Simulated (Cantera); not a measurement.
A closed system holds: 1 mol B, a varied amount of H₂O, held at 1777 °C and 0.690 bar.

Cantera equilibrium calculation (NASA polynomials, part measured and part estimated; ideal gas, pure solids and liquids). Candidate condensed phases: B, B₂O₃, B₃O₃H₃, H₂O; 23 gas species. Gases not in the tables: B₂H₆ and higher boranes. Kinetics and transport are ignored.

Problem. Which condensed phases are stable at each of these points (n(H₂O) (mol)): 0.24, 0.3, 0.37, 0.46, 0.57, 0.71, 0.88, 1.1?

Solution. 
```json
[
 {"n(H₂O) (mol)": "0.24", "condensed phases": "B(s)", "B condensed (%)": "78.1"},
 {"n(H₂O) (mol)": "0.3", "condensed phases": "B(s)", "B condensed (%)": "72.6"},
 {"n(H₂O) (mol)": "0.37", "condensed phases": "B(s)", "B condensed (%)": "66.2"},
 {"n(H₂O) (mol)": "0.46", "condensed phases": "B(s)", "B condensed (%)": "57.9"},
 {"n(H₂O) (mol)": "0.57", "condensed phases": "B(s)", "B condensed (%)": "47.9"},
 {"n(H₂O) (mol)": "0.71", "condensed phases": "B(s)", "B condensed (%)": "35.1"},
 {"n(H₂O) (mol)": "0.88", "condensed phases": "B(s)", "B condensed (%)": "19.6"},
 {"n(H₂O) (mol)": "1.1", "condensed phases": "gas only", "B condensed (%)": "0.0"}
]
```

From 0.24 mol H₂O to 0.88 mol H₂O the condensed part is B(s). At 1.1 mol H₂O nothing is condensed.
